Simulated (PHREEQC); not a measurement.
1 kg of water holding 0.017 mol K2CO3, 0.053 mol KHCO3 and 0.089 mol K2SO4 is evaporated at 25 °C; the solids stay in contact with the brine. CO2 is held at log p = -3.4 (atm). Solids allowed: Arcanite, Kalicinite, Misenite. Others were left out.

All values are PHREEQC results (Pitzer model, pitzer.dat), not measurements.

Problem. Predict ionic strength, water activity at water left (kg) = 0.5554, 0.3753, 0.09537, 0.02019, 0.006312.

Solution. 
| water left (kg) | ionic strength | water activity |
|---|---|---|
| 0.5554 | 0.687 | 0.990 |
| 0.3753 | 1.02 | 0.985 |
| 0.09537 | 2.47 | 0.966 |
| 0.02019 | 6.52 | 0.891 |
| 0.006312 | 15.1 | 0.685 |
